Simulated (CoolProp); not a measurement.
Vapour-liquid equilibrium of R134a (1) + n-butane (2) at 319.4 K; x and y are mole fractions of (1).

Computed with CoolProp (multi-fluid Helmholtz-energy mixture model, Tillner-Roth 1994 and Bücker 2006; pair parameters Bell 2016).

```csv
x,"bubble pressure, mixture model (MPa)","bubble pressure, Raoult's law (MPa)","y, mixture model","y, Raoult's law"
0.05,0.6270,0.4864,0.284,0.123
0.125,0.8210,0.5426,0.463,0.276
0.2,0.9511,0.5988,0.548,0.400
0.275,1.039,0.6550,0.598,0.503
0.35,1.100,0.7111,0.632,0.590
0.425,1.145,0.7673,0.659,0.664
0.5,1.180,0.8235,0.683,0.727
0.575,1.209,0.8797,0.708,0.783
0.65,1.233,0.9359,0.735,0.832
0.725,1.251,0.9920,0.767,0.876
0.8,1.260,1.048,0.808,0.914
0.875,1.256,1.104,0.860,0.949
0.95,1.232,1.161,0.934,0.981
```

The largest gap from Raoult's law is +58.8 % in bubble pressure, at x = 0.2. y crosses x between x = 0.8 and 0.875: the model has an azeotrope there.

Pair parameters are fitted to limited data, so mixtures are less certain than the pure fluids. With so large a gap from Raoult's law the liquid may split in two, which this calculation doesn't test in full.
